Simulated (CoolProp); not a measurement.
Saturation properties of octamethyltrisiloxane (MDM) (Tc = 292.2 °C, pc = 1.438 MPa, ω = 0.528).

The numbers come from the reference Helmholtz-energy equation of state, Thol 2017 in CoolProp.

| T (°C) | p (MPa) | liquid density (kg/m³) | vapour density (kg/m³) | surface tension (mN/m) |
|---|---|---|---|---|
| 94.85 | 0.01647 | 742.4 | 1.298 | 10.6 |
| 112.75 | 0.03121 | 722.5 | 2.376 | 9.23 |
| 130.65 | 0.05503 | 701.8 | 4.072 | 7.90 |
| 148.55 | 0.09131 | 680.1 | 6.616 | 6.64 |
| 166.45 | 0.1440 | 657.2 | 10.30 | 5.46 |
| 184.35 | 0.2173 | 632.7 | 15.51 | 4.35 |
| 202.25 | 0.3161 | 606.1 | 22.76 | 3.32 |
| 220.15 | 0.4458 | 576.6 | 32.88 | 2.39 |
| 238.05 | 0.6124 | 543.0 | 47.23 | 1.56 |
| 255.95 | 0.8233 | 502.3 | 68.68 | 0.850 |

It boils at 152.5 °C under 1 atm.

Surface tension comes from a separate correlation (Mulero 2014), older than this fluid's equation and unchecked against measurements.
